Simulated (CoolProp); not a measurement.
R507A at 298.15 K and 5.44 MPa flows at 0.1 m/s in a round tube of 6 mm bore and 45 µm roughness, fully developed (64/Re and Nu = 3.66 if laminar; Colebrook and Gnielinski if turbulent). Each further row changes one setting.

Computed with CoolProp (reference Helmholtz-energy equation of state, Lemmon 2003). It is a pseudo-pure fit of the blend.

```
case              Reynolds number  Darcy friction factor  pressure drop (Pa/m)  heat-transfer coefficient (W/(m² K))  mass flow (kg/h)
----------------  ---------------  ---------------------  --------------------  ------------------------------------  ----------------
as stated                    4490                 0.0459                  41.7                                   342              11.1
velocity 0.2 m/s             8980                 0.0411                   149                                   720              22.2
diameter 12 mm               8980                 0.0368                  16.7                                   331              44.4
```

Viscosity comes from a separate model (Geller 2000). Thermal conductivity comes from a separate model (Geller 2001).
